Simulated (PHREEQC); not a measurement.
## Brine: speciation

Consider water at 41 °C with 2.6 mol/kgw KCl and 4.5 mol/kgw CaCl2. Closed to the air; pH follows from the charge balance.

Computed with PHREEQC (Pitzer model, pitzer.dat).

Precipitation was switched off in this run.

Problem. What activity of water, density does the model give?

Solution. activity of water 0.516; density 1.353 g/cm³.

Saturation is exceeded, for instance for Sylvite; the values hold only as long as no solid forms. Complexes and solids missing from the database can't appear. At this temperature some constants are extrapolated from 25 °C, and those without enthalpy data are left unchanged.
